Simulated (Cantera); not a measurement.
Adiabatic ignition

An adiabatic, constant-volume homogeneous reactor starts with CH₄ : O₂ : N₂ = 1 : 3.39 : 12.7 (molar parts), equivalence ratio 0.59, at 1800 K and 4.93 atm.

Detailed kinetics in Cantera: GRI-Mech 3.0 (53 species, 325 reactions).

```
t (s)     T (K)  P (bar)    x CH₄    x O₂     x C₂H      x H₂     x HCN
--------  -----  -------  -------  ------  --------  --------  --------
1.00e-6    1800     5.00   0.0585   0.198    <1e-12   5.32e-6    <1e-12
2.26e-6    1800     5.00   0.0584   0.198    <1e-12   1.37e-5    <1e-12
5.09e-6    1799     5.00   0.0582   0.198    <1e-12   4.25e-5    <1e-12
1.15e-5    1802     5.01   0.0569   0.197  3.91e-12  0.000256  8.67e-12
2.59e-5    2570     7.45  3.74e-8  0.0910  1.88e-10   0.00683   4.96e-7
5.85e-5    2927     8.30   <1e-12  0.0780    <1e-12   0.00431  2.49e-10
0.000132   2917     8.27   <1e-12  0.0749    <1e-12   0.00427  3.58e-10
0.000298   2906     8.23   <1e-12  0.0713    <1e-12   0.00422  4.65e-10
0.000672   2899     8.21   <1e-12  0.0694    <1e-12   0.00420  5.15e-10
0.00152    2899     8.21   <1e-12  0.0692    <1e-12   0.00420  5.20e-10
0.00342    2899     8.21   <1e-12  0.0692    <1e-12   0.00420  5.20e-10
0.00772    2899     8.21   <1e-12  0.0692    <1e-12   0.00420  5.20e-10
0.0174     2899     8.21   <1e-12  0.0692    <1e-12   0.00420  5.20e-10
0.0393     2899     8.21   <1e-12  0.0692    <1e-12   0.00420  5.20e-10
0.0886     2899     8.21   <1e-12  0.0692    <1e-12   0.00420  5.20e-10
0.200      2899     8.21   <1e-12  0.0692    <1e-12   0.00420  5.20e-10
```
x: mole fraction; the columns are a selection and need not sum to one.

| Property | Result |
|---|---|
| time of steepest temperature rise | 25.4 µs |
| temperature at 0.200 s | 2899 K |
| equilibrium temperature | 2899 K |
| x(CH₄) at 0.200 s | <1e-12 (gas-phase equilibrium <1e-12) |
| x(O₂) at 0.200 s | 0.0692 (gas-phase equilibrium 0.0692) |
| x(C₂H) at 0.200 s | <1e-12 (gas-phase equilibrium <1e-12) |
